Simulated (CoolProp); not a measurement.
The fluid at 326.04 K and 1.19 MPa is throttled through a valve to 0.515 MPa with no heat exchange. The same conditions are run with several fluids, on thermodynamics alone (safety and materials aside).

The numbers come from the reference Helmholtz-energy equation of state of each fluid (propylene: Lemmon 2013; nitrous oxide: Lemmon 2006; carbonyl sulfide: Lemmon 2006; CH2F2 (R32): Tillner-Roth 1997; R125: Lemmon 2005) in CoolProp.

Question: Rank propylene, nitrous oxide, carbonyl sulfide, CH2F2 (R32), R125 by temperature change (K), highest first.

Answer: nitrous oxide (-6.2), R125 (-8.2), propylene (-10.4), carbonyl sulfide (-12.0), CH2F2 (R32) (-13.3)

```
fluid             final density (kg/m³)
----------------  ---------------------
propylene                          8.82
nitrous oxide                      8.72
carbonyl sulfide                   12.5
CH2F2 (R32)                        10.9
R125                               25.0
```
